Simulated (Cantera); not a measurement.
## Catalytic stagnation flow on Pt

A jet of CH4 : O2 : N2 = 0.039 : 0.052 : 0.79 (molar parts), equivalence ratio 1.5 at 300 K and 0.0230 bar hits a platinum plate 4.6 cm away at a mass flux of 0.19 kg/m²/s; the plate temperature is set and raised in steps from an oxygen-covered start.

Cantera simulation using Deutschmann's 1995 Pt surface mechanism with GRI-Mech 3.0 gas chemistry; the numbers are that mechanism's predictions, not measurements. Catalytic surfaces can have several steady states; this one follows from the mechanism file's or the stated starting coverage.

```
plate T (K)  wall x CH4  wall x O2  wall x H2O  wall x OH  wall x CO  wall x CO2  θ free Pt     θ O*    θ CO*      θ C*
-----------  ----------  ---------  ----------  ---------  ---------  ----------  ---------  -------  -------  --------
850              0.0391     0.0480     0.00978      <1e-8    1.44e-5     0.00635      0.260    0.740  2.15e-5   5.50e-8
900              0.0349     0.0390      0.0176    3.63e-8    1.94e-5      0.0115      0.358    0.641  1.97e-5   7.03e-8
950              0.0293     0.0272      0.0280    1.18e-7    2.56e-5      0.0183      0.479    0.520  1.86e-5   8.89e-8
1000             0.0127    0.00644      0.0576      <1e-8     0.0278     0.00620      0.963  4.78e-5   0.0356   0.00137
1050             0.0125    0.00651      0.0573    1.01e-8     0.0281     0.00608      0.981  5.18e-5   0.0177  0.000886
1100             0.0126    0.00668      0.0566    2.64e-8     0.0276     0.00663      0.990  6.45e-5  0.00902  0.000514
```
x: mole fraction at the wall; θ: surface coverage.
